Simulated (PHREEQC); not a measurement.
Consider water at 15 °C with 0.00072 mol/kgw Fe(NO3)3 and 0.0011 mol/kgw CO2. Closed to the air; pH follows from the charge balance.

All values are PHREEQC results (ion-association model, phreeqc.dat), not measurements.

No solid was allowed to form.

Task: Estimate the pH.

Result: pH 3.16.

Task: In which forms is Fe present?

Result: FeOH+2 63 %, Fe(OH)2+ 17 %, Fe+3 16 %, Fe2(OH)2+4 3.8 %, Fe3(OH)4+5 0.6 % of the Fe.

Saturation is exceeded, for instance for Hematite (slow to form), Goethite (slow to form); the values hold only as long as no solid forms. Complexes and solids missing from the database can't appear.
